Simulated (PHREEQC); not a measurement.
# Nickel, zinc or cadmium bath (model solution)

Dissolve 0.053 mol NiCl2 and 0.0015 mol FeSO4 per kg of water at 20 °C. Closed to the air; pH follows from the charge balance.

Model: ion-association model, wateq4f.dat, run in PHREEQC.

Precipitation was switched off in this run.

Q: What pH, ionic strength does the model give?

A: pH 5.88; ionic strength 0.152 mol/kgw.

Q: In which forms is Fe present?

A: Fe+2 94 %, FeCl+ 4.5 %, FeSO4 1.3 % of the Fe.

Species that the database lacks are ignored.
